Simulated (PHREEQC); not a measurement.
1 kg of water holding 99 mmol/kgw NaOH and 10 mmol/kgw NaCl is evaporated at 30 °C; the solids stay in contact with the brine. No CO2 enters from the air. Solids allowed: Halite. Others were left out.

The series has 27 steps of water left (kg), from 1 to 0.006093.

Computed with PHREEQC (Pitzer model, pitzer.dat).

**Question.** Which solids form, in which order, and at which step of the series does each first stand?

**Answer.** Halite from water left = 0.007426 kg (pH 16.80).
